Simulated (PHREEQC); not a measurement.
Solution (25 °C): 36 mmol/kgw CuSO4, 69 mmol/kgw H2SO4 and 21 mmol/kgw NaCl. Closed to the air; pH follows from the charge balance.

Computed with PHREEQC (ion-association model, phreeqc.dat).

Precipitation was switched off in this run.

Q: Order these Cu species by the share of Cu that they hold, largest first: CuSO4, CuCl+, Cu+2.

A: Cu+2 (64 %), CuSO4 (34 %), CuCl+ (1.2 %)

The pH is 1.23 and the ionic strength 0.192 mol/kgw.
